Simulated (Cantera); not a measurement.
A Cantera script and what it prints.

```python
import numpy as np
import cantera as ct

gas_names = [...]  # 113 gases of nasa_gas.yaml made of C, H, O, Ti
cond_names = """
    C(gr) C6H6(L) C7H8(L) C8H18(L),n-octa H2O(s) H2O(L) Ti(a) Ti(b) Ti(L) TiC(s) TiC(L) TiO(a) TiO(b)
    TiO(L) TiO2(ru) TiO2(L) Ti2O3(a) Ti2O3(b) Ti2O3(L) Ti3O5(a) Ti3O5(b) Ti3O5(L) Ti4O7(s) Ti4O7(L)
""".split()


# ... load() reads the species with a 1 bar reference pressure and builds the phases ...
atoms = {
    'TiO2': {'Ti': 1, 'O': 2},
    'CH4': {'C': 1, 'H': 4},
    'H2': {'H': 2},
}
top_T = {'C(gr)': 4500}  # K; cautious upper limits of use, not melting points


# ... equilibrate(T, P, feed) seeds the gas with the atoms and calls Mixture.equilibrate('TP', solver="vcs", rtol=1e-11, max_steps=5000) ...
results = []
feed = {'TiO2': 1, 'CH4': 1.2, 'H2': 0.21}  # mol
P = 380000  # Pa
for T in [1098, 1248, 1398, 1548, 1698, 1848, 1998, 2148, 2298, 2448]:
    mix = equilibrate(T, P, feed)
    results.append((T, P, feed, dict(zip(mix.species_names, mix.species_moles))))
    x = sorted(zip(gas.X, gas.species_names), reverse=True)
    print(f"T = {T:g} K  P = {P:g} Pa  gas = {mix.phase_moles(0):.4g} mol")
    print("   x: " + "  ".join(f"{s} {v:.3e}" for v, s in x if v > 0.001))
    print("   condensed (mol): " + ("  ".join(f"{mix.phase(i).name} {mix.phase_moles(i):.4g}"
          for i in range(1, mix.n_phases) if mix.phase_moles(i) > 1e-12) or "none"))
```

Output:

```
T = 1098 K  P = 380000 Pa  gas = 2.354 mol
   x: H2 8.891e-01  CH4 1.098e-01
   condensed (mol): C(gr) 0.9395  TiO2(ru) 0.9891  Ti4O7(s) 0.002714
T = 1248 K  P = 380000 Pa  gas = 2.594 mol
   x: H2 9.311e-01  CH4 3.673e-02  CO 3.049e-02  H2O 1.659e-03
   condensed (mol): C(gr) 1.026  TiO2(ru) 0.6657  Ti4O7(s) 0.08358
T = 1398 K  P = 380000 Pa  gas = 2.902 mol
   x: H2 8.726e-01  CO 1.133e-01  CH4 1.264e-02  H2O 1.422e-03
   condensed (mol): C(gr) 0.8343  Ti3O5(b) 0.3333
T = 1548 K  P = 380000 Pa  gas = 2.97 mol
   x: H2 8.666e-01  CO 1.269e-01  CH4 5.855e-03
   condensed (mol): C(gr) 0.7782  TiC(s) 0.0272  Ti3O5(b) 0.3243
T = 1698 K  P = 380000 Pa  gas = 3.522 mol
   x: H2 7.379e-01  CO 2.601e-01  CH4 1.210e-03
   condensed (mol): TiC(s) 0.2793  Ti2O3(b) 0.3604
T = 1848 K  P = 380000 Pa  gas = 3.528 mol
   x: H2 7.384e-01  CO 2.602e-01
   condensed (mol): TiC(s) 0.2807  Ti2O3(b) 0.3597
T = 1998 K  P = 380000 Pa  gas = 3.529 mol
   x: H2 7.381e-01  CO 2.602e-01
   condensed (mol): TiC(s) 0.2811  Ti2O3(b) 0.3595
T = 2148 K  P = 380000 Pa  gas = 3.532 mol
   x: H2 7.372e-01  CO 2.600e-01  H 1.836e-03
   condensed (mol): TiC(s) 0.2812  Ti2O3(L) 0.3594
T = 2298 K  P = 380000 Pa  gas = 3.716 mol
   x: H2 6.995e-01  CO 2.955e-01  H 4.109e-03
   condensed (mol): TiC(s) 0.1015  TiO(L) 0.8984
T = 2448 K  P = 380000 Pa  gas = 3.725 mol
   x: H2 6.958e-01  CO 2.949e-01  H 8.518e-03
   condensed (mol): TiC(s) 0.1013  TiO(L) 0.8985
```

Method: chemical equilibrium by Gibbs-energy minimisation in Cantera with the NASA 1993 tables (ideal gas, pure condensed phases). Mutual solubility and eutectic melting of coexisting phases are not modelled. TiC, TiO: taken at fixed stoichiometry. Condensed phases not in the tables: Magnéli phases beyond Ti4O7, solid solutions among these carbides, nitrides and lower oxides.
